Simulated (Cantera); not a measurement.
Charge: 1 mol SiH₄, 0.49 mol NH₃, 1.4 mol N₂, held at 74.0 mbar.

Equilibrium computed with Cantera from the NASA thermochemical tables; the gas is ideal and each condensed phase is pure. Candidate condensed phases: Si, Si₃N₄; 18 gas species. Gases not in the tables: Si₂H₆ and higher silanes. The numbers say what is thermodynamically allowed, not how fast it happens.

Over these rows the condensed part is Si₃N₄(s). Partial pressures as log10 of bar:

```
T (K)  1000/T (1/K)  log p Si  log p H₂  log p N₂
-----  ------------  --------  --------  --------
1575         0.6349     -8.58     -1.26     -1.71
1625         0.6154     -7.87     -1.26     -1.71
1675         0.5970     -7.21     -1.26     -1.71
1725         0.5797         ?     -1.26     -1.71
1775         0.5634     -6.01     -1.26     -1.71
1825         0.5479     -5.46     -1.26     -1.71
```

### Question
Fit log p(Si) = a + b·(1000/T) to the five rows, give the apparent enthalpy, and predict the row at 1725 K.

### Answer
Means: 1000/T = 0.5917, log p = -7.026. Sxy = -0.185454, Sxx = 0.0051753, so b = -35.83 and a = -7.026 − (-35.83)×0.5917 = 14.18.
Apparent enthalpy: −19.145 × (-35.83) = 686 kJ/mol. With the condensed phases at unit activity, 1/3 Si₃N₄(s) = Si(g) + 2/3 N₂(g) links this pressure to the main gases: over the six rows their terms move log p by +0.00 in all, so the slope is close to that reaction's ΔH°. The five rows lie within 0.01 of the line.
Prediction at 1725 K: 14.18 + (-35.83)×0.5797 = -6.59. The computed value is -6.59, 0.00 from the line.
